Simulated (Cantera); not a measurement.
A freely propagating, adiabatic, planar premixed flame of 31.6 % H2, 14.4 % O2, 54.0 % N2, equivalence ratio 1.1, unburnt at 500 K and 100000 Pa; mixture-averaged transport, grid criteria slope 0.08 and curve 0.16, no radiation.

Computed with Cantera and the H2/O2 subset of GRI-Mech 3.0, which has no nitrogen chemistry. Burning velocities carry a grid error of a few per cent, more on coarse grids.

x: mole fraction of selected species; z is measured from the peak of heat release.

```csv
z (mm),T (K),u (m/s),x H2,x O2,x H2O2,x HO2,x H,x OH
-1.32,500,5.76,0.316,0.144,<1e-8,<1e-8,<1e-8,<1e-8
-0.878,500,5.76,0.316,0.144,<1e-8,<1e-8,<1e-8,<1e-8
-0.658,500,5.76,0.316,0.144,<1e-8,<1e-8,<1e-8,<1e-8
-0.439,500,5.76,0.316,0.144,<1e-8,4.22e-8,<1e-8,<1e-8
-0.219,508,5.83,0.313,0.144,…,…,…,…
-0.110,726,8.12,0.280,0.140,3.31e-5,0.000255,0.00443,0.000919
0,1209,13.0,0.173,0.101,5.76e-6,9.35e-5,0.0364,0.00336
0.110,1541,16.4,0.0805,0.0416,2.99e-6,3.44e-5,0.0618,0.00965
0.219,…,17.9,0.0606,…,…,…,0.0597,…
0.439,1855,19.4,0.0581,0.0192,9.39e-7,1.21e-5,0.0478,0.0157
0.878,2019,20.8,0.0568,0.0155,5.07e-7,8.08e-6,0.0350,0.0169
1.76,2173,22.2,0.0535,0.0118,3.09e-7,5.15e-6,0.0238,0.0167
3.51,2307,23.3,0.0487,0.00829,2.16e-7,3.21e-6,0.0153,0.0150
```

Task: Some entries are withheld; supply them.

Result: 
- -0.219, x H2O2: 2.48e-6
- -0.219, x HO2: 0.000134
- -0.219, x H: 2.59e-5
- -0.219, x OH: 1.27e-5
- 0.219, T (K): 1695
- 0.219, x O2: 0.0248
- 0.219, x H2O2: 1.78e-6
- 0.219, x HO2: 1.84e-5
- 0.219, x OH: 0.0131
